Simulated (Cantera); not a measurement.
Charge: 1 mol AlBr₃, 0.79 mol O₂, 4.4 mol H₂, equilibrated at 1702 °C.

Cantera equilibrium calculation (NASA polynomials, part measured and part estimated; ideal gas, pure solids and liquids). Candidate condensed phases: Al, AlBr₃, Al₂O₃, Br₂, H₂O; 25 gas species. The tables' values for AlOH are old estimates; treat these amounts as uncertain. Gases not in the tables: Al(OH)₃. Equilibrium is a limit: real reactors are often held back by kinetics, nucleation or transport.

log p: log10 of the partial pressure in bar; n: condensed amount in mol.

```csv
P (Pa),log p H₂,log p HBr,log p Br,log p H,log p H₂O,log p AlBr₃,n Al₂O₃(s)
10,-4.31,-5.18,-4.48,-5.02,-5.92,[?],0.496
46,-3.62,-4.23,-3.87,-4.67,-5.24,[?],0.496
220,-2.94,-3.32,-3.30,-4.33,-4.55,[?],0.497
1000,-2.29,-2.50,-2.81,-4.01,-3.88,[?],0.498
4600,-1.64,-1.74,-2.38,-3.68,-3.20,[?],0.499
22000,-0.97,-1.01,-1.98,-3.35,-2.50,[?],0.498
100000,-0.32,-0.32,-1.62,-3.02,-1.80,[?],0.495
```

Task: Some entries are withheld; supply them.

Result: 
- 10, log p AlBr₃: -11.22
- 46, log p AlBr₃: -9.39
- 220, log p AlBr₃: -7.70
- 1000, log p AlBr₃: -6.26
- 4600, log p AlBr₃: -4.99
- 22000, log p AlBr₃: -3.84
- 100000, log p AlBr₃: -2.83
